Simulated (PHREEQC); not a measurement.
Solution (13 °C): 0.2 mol/kgw HCl and 0.057 mol/kgw FeSO4. It is in equilibrium with CO2 at log p = -3.4 (atm). Otherwise closed; pH follows from the charge balance.

Equilibrium calculation in PHREEQC: ion-association model, wateq4f.dat.

```tsv
quantity	before	after
pH	0.91	0.78
ionic strength (mol/kgw)	0.309	0.277
HSO4- (mol/kgw)	0.0364	0.0463
SO4-2 (mol/kgw)	0.0107	0.00988
```

Which change was made?
A. HCl from 0.2 to 0.1 mol/kgw
B. FeSO4 replaced by KHSO4 at the same molality
C. HCl from 0.2 to 2 mol/kgw
D. diluted 2-fold with water
E. diluted 10-fold with water

B, FeSO4 replaced by KHSO4 at the same molality

This is a speciation only: nothing precipitates in the calculation. Constants without temperature data keep their 25 °C values here.
